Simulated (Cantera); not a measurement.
# Equilibrium for silicon oxide and oxynitride deposition: TEOS + CO2 + N2

Charge: 1 mol TEOS, 2.4 mol CO2, 33 mol N2, held at 7.70e-5 bar.

Cantera equilibrium calculation (NASA polynomials, part measured and part estimated; ideal gas, pure solids and liquids). Candidate condensed phases: C, C6H6, C7H8, C8H18, H2O, Si, SiC, SiO2, Si2N2O, Si3N4; 151 gas species. The feed counts by its element totals alone. N2 is the only nitrogen source here; it is nearly inert below about 1500 K, so the nitride shown seldom forms there in practice. Kinetics and transport are ignored.

From 675 K to 775 K the condensed part is C(graphite) + SiO2(α-quartz). From 875 K to 975 K the condensed part is C(graphite) + SiO2(β-quartz). From 1075 K to 1275 K the condensed part is C(graphite) + Si2N2O(s). From 1375 K to 1875 K the condensed part is C(graphite) + SiC(s).

| T (K) | log p N2 | log p H2 | log p CO | log p H | log p CO2 | log p Si | log p HCN | log p H2O | n C(graphite) | n SiO2(α-quartz) | n SiO2(β-quartz) | n Si2N2O(s) | n SiC(s) |
|---|---|---|---|---|---|---|---|---|---|---|---|---|---|
| 675 | -4.29 | -4.81 | -5.06 | <-16 | -6.04 | <-16 | -13.20 | -6.86 | 4.27 | 1.00 | 0 | 0 | 0 |
| 775 | -4.29 | -4.81 | -4.98 | -14.41 | -7.60 | <-16 | -11.86 | -8.14 | 3.62 | 1.00 | 0 | 0 | 0 |
| 875 | -4.29 | -4.81 | -4.98 | -12.71 | -8.93 | <-16 | -10.83 | -9.18 | 3.60 | 0 | 1.00 | 0 | 0 |
| 975 | -4.29 | -4.81 | -4.98 | -11.35 | -9.97 | <-16 | -10.01 | -10.01 | 3.60 | 0 | 1.00 | 0 | 0 |
| 1075 | -4.31 | -4.82 | -4.90 | -10.24 | -10.67 | <-16 | -9.36 | -10.62 | 2.10 | 0 | 0 | 0.500 | 0 |
| 1175 | -4.31 | -4.82 | -4.90 | -9.32 | -11.37 | <-16 | -8.81 | -11.18 | 2.10 | 0 | 0 | 0.500 | 0 |
| 1275 | -4.31 | -4.82 | -4.90 | -8.54 | -11.96 | -13.54 | -8.35 | -11.65 | 2.10 | 0 | 0 | 0.498 | 0 |
| 1375 | -4.31 | -4.83 | -4.88 | -7.88 | -12.42 | -11.76 | -7.96 | -12.05 | 0.612 | 0 | 0 | 0 | 0.990 |
| 1475 | -4.31 | -4.83 | -4.88 | -7.30 | -12.85 | -10.42 | -7.62 | -12.40 | 0.615 | 0 | 0 | 0 | 0.984 |
| 1575 | -4.31 | -4.83 | -4.88 | -6.80 | -13.22 | -9.26 | -7.33 | -12.71 | 0.614 | 0 | 0 | 0 | 0.976 |
| 1675 | -4.31 | -4.84 | -4.89 | -6.35 | -13.55 | -8.23 | -7.07 | -12.98 | 0.610 | 0 | 0 | 0 | 0.963 |
| 1775 | -4.31 | -4.85 | -4.89 | -5.96 | -13.84 | -7.33 | -6.85 | -13.23 | 0.620 | 0 | 0 | 0 | 0.922 |
| 1875 | -4.32 | -4.88 | -4.89 | -5.62 | -14.10 | -6.52 | -6.66 | -13.47 | 0.764 | 0 | 0 | 0 | 0.720 |
log p: log10 of the partial pressure in bar; n: condensed amount in mol.
